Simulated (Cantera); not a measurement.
A closed system holds: 1 mol SiC, 0.32 mol CO2, 51 mol H2, a varied amount of N2O, equilibrated at 1850 K and 750 Torr.

Equilibrium computed with Cantera from the NASA thermochemical tables; the gas is ideal and each condensed phase is pure. Candidate condensed phases: C, C6H6, C7H8, C8H18, H2O, Si, SiC, SiO2, Si2N2O, Si3N4; 151 gas species. The tables hold silica as quartz up to 1696 K and as liquid above; real silica turns to tridymite and cristobalite and melts near 1996 K. Gases not in the tables: Si(OH)4. Equilibrium is a limit: real reactors are often held back by kinetics, nucleation or transport.

Task: At 3.7 mol N2O, list the 4 most abundant gas species with their mole fractions, and the condensed phases.

Result: H2 0.891, N2 0.0660, CO 0.0234, H2O 0.0184. Condensed: SiO2(condensed).
